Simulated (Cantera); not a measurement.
Charge: 1 mol B2O3, 4.1 mol H2O, 57 mol H2, equilibrated at 220 Pa.

Method: chemical equilibrium by Gibbs-energy minimisation in Cantera with the NASA 1993 tables (ideal gas, pure condensed phases). Candidate condensed phases: B, B2O3, B3O3H3, H2O; 23 gas species. Gases not in the tables: H3BO3. Equilibrium is a limit: real reactors are often held back by kinetics, nucleation or transport.

**Question.** At 1000 °C, list the 6 most abundant gas species with their mole fractions, and the condensed phases.

**Answer.** H2 0.927, H2O 0.0609, HBO2 0.0116, B2O3 3.94e-5, HBO 1.83e-5, H 1.46e-5. Condensed: B2O3(l).
